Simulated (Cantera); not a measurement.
Charge: 1 mol Ta(OEt)5, 0.67 mol CH4, at 158 Torr.

Cantera equilibrium calculation (NASA polynomials, part measured and part estimated; ideal gas, pure solids and liquids). Candidate condensed phases: C, C6H6, C7H8, C8H18, H2O, Ta, TaC, Ta2O5; 113 gas species. The feed counts by its element totals alone. TaC: taken at fixed stoichiometry. Condensed phases not in the tables: Ta2C. The numbers say what is thermodynamically allowed, not how fast it happens. All values below are at 1998 K.

Base state: H2 0.731, CO 0.265, H 0.00299, C2H2 (acetylene) 0.000554, CH4 4.79e-5 (mole fractions); condensed: C(graphite) + TaC(s).

### Question
What changes in the equilibrium state with this change: pressure from 158 Torr to 1 atm?

### Answer
```csv
species,before,after
H2,0.731,0.733
CO,0.265,0.265
H,0.00299,0.00136
CH4,4.79e-5,0.000232
H2O,4.81e-6,2.33e-5
C2H2 (acetylene),0.000554,0.000555
"C(graphite), mol",4.65,4.64
"TaC(s), mol",1.00,1.00
```
